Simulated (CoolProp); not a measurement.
Saturated liquid density (kg/m³) of octamethyltrisiloxane (MDM): the reference equation beside estimates from Tc = 565.4 K, pc = 1.438 MPa, ω = 0.528. Rackett uses Z = 0.29056 − 0.08775 ω.

The numbers come from the reference Helmholtz-energy equation of state, Thol 2017 in CoolProp.

```json
[
 {"T (K)": "367.2", "reference": "743.3", "Rackett": "842.0", "van der Waals": "430.2", "Soave-Redlich-Kwong": "676.5", "Peng-Robinson": "763.3"},
 {"T (K)": "374.8", "reference": "734.9", "Rackett": "832.3", "van der Waals": "425.8", "Soave-Redlich-Kwong": "669.6", "Peng-Robinson": "755.8"},
 {"T (K)": "382.5", "reference": "726.3", "Rackett": "822.3", "van der Waals": "421.1", "Soave-Redlich-Kwong": "662.2", "Peng-Robinson": "747.9"},
 {"T (K)": "390.2", "reference": "717.6", "Rackett": "812.1", "van der Waals": "416.4", "Soave-Redlich-Kwong": "654.6", "Peng-Robinson": "739.6"},
 {"T (K)": "397.9", "reference": "708.7", "Rackett": "801.7", "van der Waals": "411.5", "Soave-Redlich-Kwong": "646.7", "Peng-Robinson": "731.0"},
 {"T (K)": "405.5", "reference": "699.7", "Rackett": "791.2", "van der Waals": "406.6", "Soave-Redlich-Kwong": "638.5", "Peng-Robinson": "722.1"},
 {"T (K)": "413.2", "reference": "690.5", "Rackett": "780.4", "van der Waals": "401.4", "Soave-Redlich-Kwong": "629.8", "Peng-Robinson": "712.6"},
 {"T (K)": "420.9", "reference": "681.1", "Rackett": "769.4", "van der Waals": "396.1", "Soave-Redlich-Kwong": "620.8", "Peng-Robinson": "702.7"},
 {"T (K)": "428.6", "reference": "671.4", "Rackett": "758.0", "van der Waals": "390.7", "Soave-Redlich-Kwong": "611.3", "Peng-Robinson": "692.3"},
 {"T (K)": "436.2", "reference": "661.6", "Rackett": "746.6", "van der Waals": "385.2", "Soave-Redlich-Kwong": "601.5", "Peng-Robinson": "681.5"},
 {"T (K)": "443.9", "reference": "651.5", "Rackett": "734.7", "van der Waals": "379.4", "Soave-Redlich-Kwong": "591.1", "Peng-Robinson": "670.0"}
]
```

Absolute difference from the reference over all 11 rows, mean and median: Rackett 13.1 and 13.1 %, van der Waals 41.9 and 41.9 %, Soave-Redlich-Kwong 8.9 and 8.9 %, Peng-Robinson 3.0 and 3.1 %.
